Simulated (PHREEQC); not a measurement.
Dissolve 0.0074 mol/kgw NH3 and 0.0025 mol/kgw Na2SiO3 at 68 °C. Closed to the air; pH follows from the charge balance.

Equilibrium calculation in PHREEQC: ion-association model, wateq4f.dat.

Precipitation was switched off in this run.

Order these Si species by the share of Si that they hold, largest first: H4SiO4, H3SiO4-, H2SiO4-2.

H3SiO4- (89 %), H4SiO4 (9.6 %), H2SiO4-2 (1.2 %)

The pH is 10.26 and the ionic strength 0.00509 mol/kgw. At this temperature some constants are extrapolated from 25 °C, and those without enthalpy data are left unchanged.
